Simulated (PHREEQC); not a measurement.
Consider water at 25 °C with 0.049 mol NaH2PO4, 0.0067 mol H2SO4 and 5.2e-05 mol ZnSO4 per kg of water. Closed to the air; pH follows from the charge balance.

The numbers come from PHREEQC with the ion-association model, wateq4f.dat.

```csv
quantity,before,after
pH,2.66,3.41
ionic strength (mol/kgw),0.0566,0.0507
H2PO4- (mol/kgw),0.0388,0.0468
H3PO4 (mol/kgw),0.0102,0.00221
SO4-2 (mol/kgw),0.00551,0.00123
HSO4- (mol/kgw),0.000643,2.62e-5
SI of Mirabilite (Na2SO4:10H2O),-4.31,-4.93
```

Problem. Name the change that produced these shifts.
A) 0.00092 mol/kgw HNO3 added
B) H2SO4 from 0.0067 to 0.00134 mol/kgw
C) ZnSO4 replaced by NaHSO4 at the same molality
D) diluted 2-fold with water
E) NaH2PO4 from 0.049 to 0.0098 mol/kgw

Solution. B, H2SO4 from 0.0067 to 0.00134 mol/kgw

Precipitation was switched off in this run. H3PO4, which wateq4f.dat lacks, is added to it with the constant of phreeqc.dat. The database has no phosphate complexes of Zn.
